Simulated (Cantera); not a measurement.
Standard-state values (1 bar) from the NASA 1993 polynomials, evaluated with Cantera. Values are per mole of reaction as written; species without (g) are pure solids or liquids, kept so even where they would boil at 1 bar.

a) 2 B + O2(g) = B2O2(g)
b) 2 Si + O2(g) = 2 SiO(g)
c) 4 Li + O2(g) = 2 Li2O
d) 0.6667 Cr + O2(g) = 0.6667 CrO3(g)

Problem. Order these by ΔG° at 1148 K, most negative first.

Solution. c (-891 kJ), a (-485 kJ), b (-399 kJ), d (-143 kJ)
